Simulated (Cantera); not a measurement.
Input: 1 mol Si, a varied amount of F₂, 3.2 mol H₂, equilibrated at 850 K and 1000 Pa.

Method: chemical equilibrium by Gibbs-energy minimisation in Cantera with the NASA 1993 tables (ideal gas, pure condensed phases). Candidate condensed phases: Si; 25 gas species. Kinetics and transport are ignored.

Q: Which condensed phases are stable at each of these points (n(F₂) (mol)): 0.57, 0.77, 1, 1.4, 1.9, 2.6, 3.6, 4.9, 6.6?

A: 
```json
[
 {"n(F₂) (mol)": "0.57", "condensed phases": "Si(s)", "Si condensed (%)": "71.1"},
 {"n(F₂) (mol)": "0.77", "condensed phases": "Si(s)", "Si condensed (%)": "61.0"},
 {"n(F₂) (mol)": "1", "condensed phases": "Si(s)", "Si condensed (%)": "49.5"},
 {"n(F₂) (mol)": "1.4", "condensed phases": "Si(s)", "Si condensed (%)": "29.3"},
 {"n(F₂) (mol)": "1.9", "condensed phases": "Si(s)", "Si condensed (%)": "4.1"},
 {"n(F₂) (mol)": "2.6", "condensed phases": "gas only", "Si condensed (%)": "0.0"},
 {"n(F₂) (mol)": "3.6", "condensed phases": "gas only", "Si condensed (%)": "0.0"},
 {"n(F₂) (mol)": "4.9", "condensed phases": "gas only", "Si condensed (%)": "0.0"},
 {"n(F₂) (mol)": "6.6", "condensed phases": "gas only", "Si condensed (%)": "0.0"}
]
```

From 0.57 mol F₂ to 1.9 mol F₂ the condensed part is Si(s). From 2.6 mol F₂ to 6.6 mol F₂ nothing is condensed.
